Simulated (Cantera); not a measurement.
A closed system holds: 1 mol SiCl4, 1.4 mol O3, at 1277 °C and 13300 Pa.

These are equilibrium values from Cantera (NASA tables, ideal gas, pure condensed phases), not measurements of a reactor. Candidate condensed phases: Si, SiO2; 15 gas species. The tables hold silica as quartz up to 1696 K and as liquid above; real silica turns to tridymite and cristobalite and melts near 1996 K. Equilibrium is a limit: real reactors are often held back by kinetics, nucleation or transport.

Base state: Cl2 0.514, O2 0.326, Cl 0.159, ClO 0.000766, O 1.22e-5 (mole fractions); condensed: SiO2(β-quartz).

### Question
What changes in the equilibrium state with this change: O3 from 1.4 to 0.051 mol?

### Answer
```json
[
 {"species": "SiCl4", "before": "1.08e-6", "after": "0.827"},
 {"species": "Cl2", "before": "0.514", "after": "0.102"},
 {"species": "Cl", "before": "0.159", "after": "0.0708"},
 {"species": "O2", "before": "0.326", "after": "1.68e-8"},
 {"species": "SiCl3", "before": "<1e-9", "after": "0.000433"},
 {"species": "ClO", "before": "0.000766", "after": "7.74e-8"},
 {"species": "O", "before": "1.22e-5", "after": "2.78e-9"},
 {"species": "SiO2(β-quartz), mol", "before": "1.000", "after": "0.0765"}
]
```
The tables' values for SiCl3 are old estimates; treat these amounts as uncertain.
